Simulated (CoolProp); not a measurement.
The numbers come from the reference Helmholtz-energy equation of state, Lemmon 2006 in CoolProp. It is a short technical equation, of lower accuracy than the large ones.

Q: Give the vapour pressure (MPa), liquid density (kg/m³), vapour density (kg/m³), liquid cp (kJ/(kg K)) of saturated nitrous oxide at 230.5, 239.2, 243.5 K.

A: 
```json
[
 {"T (K)": "230.5", "p (MPa)": "0.854", "liquid density (kg/m³)": "1080", "vapour density (kg/m³)": "22.2", "liquid cp (kJ/(kg K))": "1.83"},
 {"T (K)": "239.2", "p (MPa)": "1.16", "liquid density (kg/m³)": "1050", "vapour density (kg/m³)": "29.9", "liquid cp (kJ/(kg K))": "1.88"},
 {"T (K)": "243.5", "p (MPa)": "1.33", "liquid density (kg/m³)": "1040", "vapour density (kg/m³)": "34.4", "liquid cp (kJ/(kg K))": "1.91"}
]
```
